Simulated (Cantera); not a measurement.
Charge: 1 mol Si, 1.3 mol Br2, 71 mol H2, equilibrated at 548.15 K and 0.133 bar.

Method: chemical equilibrium by Gibbs-energy minimisation in Cantera with the NASA 1993 tables (ideal gas, pure condensed phases). Candidate condensed phases: Br2, Si; 19 gas species. Kinetics and transport are ignored.

Base state: H2 0.991, SiBr4 0.00834, SiHBr3 0.000942, SiH2Br2 4.88e-5, HBr 3.09e-5 (mole fractions); condensed: Si(s).

Problem. What changes in the equilibrium state with this change: Br2 from 1.3 to 1 mol?

Solution. 
```tsv
species	before	after
H2	0.991	0.993
SiBr4	0.00834	0.00639
SiHBr3	0.000942	0.000772
SiH2Br2	4.88e-5	4.28e-5
HBr	3.09e-5	2.89e-5
Si(s), mol	0.332	0.485
```
